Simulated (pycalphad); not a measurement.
Source of the numbers: pycalphad with the COST 507 light-alloy database (1999); pressure 1 atm. The data set is of 1999 and partly superseded.

Q: Which phases does Sn-76 at.% Zr hold at 1152 °C, with what compositions and amounts?

A: SN3ZR5 with 62.5 at.% Zr and SNZR4 with 80.0 at.% Zr. The lever rule gives (76 − 62.5)/(80.0 − 62.5) = 0.77 of SNZR4 and 0.23 of SN3ZR5.

Q: Which phases does Sn-65 at.% Zr hold at 1077 °C, with what compositions and amounts?

A: SN3ZR5 with 62.5 at.% Zr and SNZR4 with 80.0 at.% Zr. The lever rule gives (65 − 62.5)/(80.0 − 62.5) = 0.14 of SNZR4 and 0.86 of SN3ZR5.

Q: Which phases does Sn-20 at.% Zr hold at 277 °C, with what compositions and amounts?

A: LIQUID with 0.75 at.% Zr and SN2ZR with 33.3 at.% Zr. The lever rule gives (20 − 0.7)/(33.3 − 0.7) = 0.59 of SN2ZR and 0.41 of LIQUID.

Q: Which phases does Sn-66 at.% Zr hold at 1252 °C, with what compositions and amounts?

A: SN3ZR5 with 62.5 at.% Zr and SNZR4 with 80.0 at.% Zr. The lever rule gives (66 − 62.5)/(80.0 − 62.5) = 0.20 of SNZR4 and 0.80 of SN3ZR5.

Database names, with the compositions (at.%) that they take in these runs: SN3ZR5: Zr 62 Sn 38; SNZR4: Zr 80 Sn 20; SN2ZR: Sn 67 Zr 33.
